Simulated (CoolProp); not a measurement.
Computed with CoolProp (reference Helmholtz-energy equation of state, Wagner 2002).

Give the vapour pressure (MPa), liquid viscosity (µPa s), vapour viscosity (µPa s) of saturated water at 409.1, 417.9 K.


| T (K) | p (MPa) | liquid viscosity (µPa s) | vapour viscosity (µPa s) |
|---|---|---|---|
| 409.1 | 0.322 | 203 | 13.5 |
| 417.9 | 0.413 | 190 | 13.8 |

Viscosity comes from a separate model (Huber 2009).
